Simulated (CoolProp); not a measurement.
A Linde-Hampson liquefier for oxygen: isothermal reversible compression at 200 K from 1 atm to 5 MPa, throttling to 1 atm, return gas leaving the recuperator 0 K below the feed. Each further row changes one setting.

The numbers come from the reference Helmholtz-energy equation of state, Schmidt 1985 in CoolProp.

```
case                        liquid yield per pass  compression work (kJ/kg of gas)
--------------------------  ---------------------  -------------------------------
as stated                                   0.087                              195
high pressure 10 MPa                        0.195                              223
warm-end temperature 230 K                  0.059                              228
warm-end gap 5 K                            0.074                              195
```
